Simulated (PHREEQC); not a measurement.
1.2 g of hydrous ferric oxide (600 m²/g; 0.2 weak and 0.005 strong sites per Fe, Dzombak-Morel constants, diffuse double layer) in 1 kg of water with 0.005 mol/kgw of an inert sodium salt and 0.37 mmol/kgw ZnSO4 and 0.4 mmol/kgw NaF, at 25 °C; the pH is set by adding NaOH or the inert anion's acid. Oxygen is held at 0.21 atm. The system is closed to CO2. No solid was allowed to form.

Base run: PHREEQC, ion-association model, wateq4f.dat. Each further column changes one thing. The table gives F sorbed (%).

```json
[
 {"pH": "3", "base": "96.2", "no electrostatic term (-no_edl)": "2.6", "background salt from 0.005 to 0.0005 mol/kgw": "97.9", "oxide from 1.2 to 6 g/kgw": "99.6", "0.0036 mol/kgw MgCl2 added": "92.3"},
 {"pH": "4", "base": "96.4", "no electrostatic term (-no_edl)": "5.2", "background salt from 0.005 to 0.0005 mol/kgw": "97.7", "oxide from 1.2 to 6 g/kgw": "99.7", "0.0036 mol/kgw MgCl2 added": "93.3"},
 {"pH": "5", "base": "88.5", "no electrostatic term (-no_edl)": "5.8", "background salt from 0.005 to 0.0005 mol/kgw": "90.9", "oxide from 1.2 to 6 g/kgw": "99.2", "0.0036 mol/kgw MgCl2 added": "83.6"},
 {"pH": "6", "base": "64.4", "no electrostatic term (-no_edl)": "5.7", "background salt from 0.005 to 0.0005 mol/kgw": "66.8", "oxide from 1.2 to 6 g/kgw": "96.3", "0.0036 mol/kgw MgCl2 added": "59.5"},
 {"pH": "7", "base": "38.2", "no electrostatic term (-no_edl)": "6.2", "background salt from 0.005 to 0.0005 mol/kgw": "39.4", "oxide from 1.2 to 6 g/kgw": "79.2", "0.0036 mol/kgw MgCl2 added": "35.8"},
 {"pH": "8", "base": "12.4", "no electrostatic term (-no_edl)": "6.9", "background salt from 0.005 to 0.0005 mol/kgw": "12.9", "oxide from 1.2 to 6 g/kgw": "35.3", "0.0036 mol/kgw MgCl2 added": "16.5"},
 {"pH": "9", "base": "1.7", "no electrostatic term (-no_edl)": "3.8", "background salt from 0.005 to 0.0005 mol/kgw": "1.7", "oxide from 1.2 to 6 g/kgw": "6.1", "0.0036 mol/kgw MgCl2 added": "3.2"},
 {"pH": "10", "base": "0.2", "no electrostatic term (-no_edl)": "0.7", "background salt from 0.005 to 0.0005 mol/kgw": "0.2", "oxide from 1.2 to 6 g/kgw": "0.8", "0.0036 mol/kgw MgCl2 added": "0.4"},
 {"pH": "11", "base": "0.0", "no electrostatic term (-no_edl)": "0.1", "background salt from 0.005 to 0.0005 mol/kgw": "0.0", "oxide from 1.2 to 6 g/kgw": "0.1", "0.0036 mol/kgw MgCl2 added": "0.0"}
]
```

The oxide is taken as insoluble; below pH 4 it would dissolve. In at least one series the solution becomes supersaturated in solids that the run did not let form, among them Zn(OH)2-e.
